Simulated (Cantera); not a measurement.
Cantera run, input and output.

```python
import numpy as np
import cantera as ct

gas = ct.Solution("gri30.yaml", transport_model="mixture-averaged")
show = ['NO', 'N2', 'CH4']

rows = []
print(f"{'T/K':>7s}{'rho':>11s}{'cp':>10s}{'mu':>11s}{'lambda':>11s}{'Pr':>7s}" + "".join(f"{'D_' + s:>11s}" for s in show))
for T in [400, 650, 900, 1150, 1400, 1650, 1900]:
    gas.TPX = T, 1000000, {'O2': 0.56}
    Pr = gas.cp_mass * gas.viscosity / gas.thermal_conductivity
    D = [gas.mix_diff_coeffs_mole[gas.species_index(s)] for s in show]
    rows.append([gas.density, gas.cp_mass, gas.viscosity, gas.thermal_conductivity, Pr, *D])
    print(f"{T:7g}{gas.density:11.4e}{gas.cp_mass:10.1f}{gas.viscosity:11.4e}"
          f"{gas.thermal_conductivity:11.4e}{Pr:7.3f}" + "".join(f"{d:11.4e}" for d in D))
print("SI units: kg/m3, J/kg/K, Pa s, W/m/K, m2/s")
```

Output:

```
    T/K        rho        cp         mu     lambda     Pr       D_NO       D_N2      D_CH4
    400 9.6212e+00     941.4 2.5629e-05 3.3852e-02  0.713 3.4367e-06 3.4992e-06 3.8180e-06
    650 5.9207e+00    1017.4 3.5981e-05 5.1624e-02  0.709 7.8731e-06 8.0163e-06 8.8268e-06
    900 4.2761e+00    1073.7 4.4705e-05 6.7643e-02  0.710 1.3598e-05 1.3845e-05 1.5299e-05
   1150 3.3465e+00    1108.6 5.2496e-05 8.2174e-02  0.708 2.0465e-05 2.0837e-05 2.3063e-05
   1400 2.7489e+00    1134.2 5.9661e-05 9.5657e-02  0.707 2.8380e-05 2.8896e-05 3.2012e-05
   1650 2.3324e+00    1155.4 6.6364e-05 1.0843e-01  0.707 3.7274e-05 3.7952e-05 4.2064e-05
   1900 2.0255e+00    1174.1 7.2707e-05 1.2073e-01  0.707 4.7094e-05 4.7950e-05 5.3161e-05
SI units: kg/m3, J/kg/K, Pa s, W/m/K, m2/s
```

Cantera simulation using GRI-Mech 3.0 (53 species, 325 reactions); the numbers are that mechanism's predictions, not measurements.
